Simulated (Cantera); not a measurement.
Feed: 1 mol SO2, 3.8 mol O2, at 12.0 Pa.

Cantera equilibrium calculation (NASA polynomials, part measured and part estimated; ideal gas, pure solids and liquids). Candidate condensed phases: S; 17 gas species. Ions and electrons are included (thermal ionisation). Equilibrium is a limit: real reactors are often held back by kinetics, nucleation or transport.

x: gas mole fraction; nothing condenses.

| T (K) | x O | x O2 | x SO2 | x S | x SO | x e- |
|---|---|---|---|---|---|---|
| 2000 | 0.0527 | 0.745 | 0.199 | 1.65e-5 | 0.00313 | <1e-12 |
| 2250 | 0.254 | 0.567 | 0.157 | 0.000818 | 0.0212 | (withheld) |
| 2500 | 0.636 | 0.231 | 0.0566 | 0.0159 | 0.0599 | (withheld) |
| 2750 | 0.854 | 0.0443 | 0.00358 | 0.0663 | 0.0323 | (withheld) |
| 3000 | 0.897 | 0.00753 | 9.87e-5 | 0.0891 | 0.00649 | (withheld) |
| 3250 | 0.904 | 0.00157 | 3.60e-6 | 0.0933 | 0.00131 | (withheld) |
| 3500 | 0.905 | 0.000404 | 2.01e-7 | 0.0941 | 0.000321 | (withheld) |
| 3750 | 0.905 | 0.000125 | 1.63e-8 | 0.0942 | 9.42e-5 | (withheld) |
| 4000 | 0.905 | 4.44e-5 | 1.81e-9 | 0.0942 | 3.21e-5 | (withheld) |
| 4250 | 0.905 | 1.79e-5 | 2.58e-10 | 0.0939 | 1.24e-5 | (withheld) |
| 4500 | 0.905 | 7.94e-6 | 4.55e-11 | 0.0933 | 5.27e-6 | (withheld) |
| 4750 | 0.904 | 3.84e-6 | 9.52e-12 | 0.0922 | 2.44e-6 | (withheld) |
| 5000 | 0.902 | 1.99e-6 | 2.30e-12 | 0.0901 | 1.20e-6 | (withheld) |

**Question.** What belongs in the gaps?

**Answer.** 
- 2250, x e-: 6.34e-11
- 2500, x e-: 4.22e-9
- 2750, x e-: 8.55e-8
- 3000, x e-: 6.80e-7
- 3250, x e-: 3.58e-6
- 3500, x e-: 1.47e-5
- 3750, x e-: 5.03e-5
- 4000, x e-: 0.000148
- 4250, x e-: 0.000386
- 4500, x e-: 0.000906
- 4750, x e-: 0.00195
- 5000, x e-: 0.00386
